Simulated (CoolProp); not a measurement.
Vapour-liquid equilibrium of n-octane (1) + n-dodecane (2) at 231.15 °C; x and y are mole fractions of (1).

The numbers come from the multi-fluid Helmholtz-energy mixture model, Beckmüller 2019 and Lemmon 2004; pair parameters Bell 2016 in CoolProp.

| x | bubble pressure, mixture model (kPa) | bubble pressure, Raoult's law (kPa) | y, mixture model | y, Raoult's law |
|---|---|---|---|---|
| 0.05 | 172.7 | 183.0 | 0.200 | 0.260 |
| 0.2 | 269.5 | 304.6 | 0.542 | 0.626 |
| 0.35 | 375.7 | 426.2 | 0.717 | 0.783 |
| 0.5 | 491.6 | 547.9 | 0.823 | 0.870 |
| 0.65 | 617.3 | 669.5 | 0.895 | 0.926 |
| 0.8 | 753.1 | 791.1 | 0.947 | 0.964 |
| 0.95 | 900.7 | 912.7 | 0.988 | 0.992 |

The largest gap from Raoult's law is -11.8 % in bubble pressure, at x = 0.35. No azeotrope shows between x = 0.05 and 0.95.

Pair parameters are fitted to limited data, so mixtures are less certain than the pure fluids.
